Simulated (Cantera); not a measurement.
Reactions in the system Ba-H-O

Cantera with NASA thermochemical tables; ideal gases at 1 bar, condensed phases pure. Values are per mole of reaction as written; species without (g) are pure solids or liquids, kept so even where they would boil at 1 bar.

2 Ba(OH)₂ = H₂O₂(g) + H₂(g) + 2 BaO

| T (K) | ΔH° (kJ) | ΔS° (J/K) | ΔG° (kJ) | log10 K | condensed phases |
|---|---|---|---|---|---|
| 2000 | 521.6 | 130.3 | 260.9 | -6.81 | Ba(OH)₂(l), BaO(s) |
| 2050 | 519.3 | 129.2 | 254.4 | -6.48 | Ba(OH)₂(l), BaO(s) |
| 2100 | 517.1 | 128.2 | 248.0 | -6.17 | Ba(OH)₂(l), BaO(s) |
| 2150 | 515.0 | 127.2 | 241.6 | -5.87 | Ba(OH)₂(l), BaO(s) |
| 2200 | 513.0 | 126.2 | 235.2 | -5.59 | Ba(OH)₂(l), BaO(s) |
| 2250 | 511.0 | 125.3 | 228.9 | -5.31 | Ba(OH)₂(l), BaO(s) |
| 2300 | 626.2 | 175.7 | 222.0 | -5.04 | Ba(OH)₂(l), BaO(l) |

Ba(OH)₂ = Ba + H₂(g) + O₂(g)

```csv
T (K),ΔH° (kJ),ΔS° (J/K),ΔG° (kJ),log10 K
2000,882.8,216.2,450.4,-11.76
2050,881.4,215.5,439.6,-11.20
2100,879.9,214.8,428.9,-10.67
2150,878.5,214.1,418.1,-10.16
2200,877.1,213.5,407.4,-9.67
2250,875.7,212.9,396.8,-9.21
2300,874.4,212.3,386.2,-8.77
```
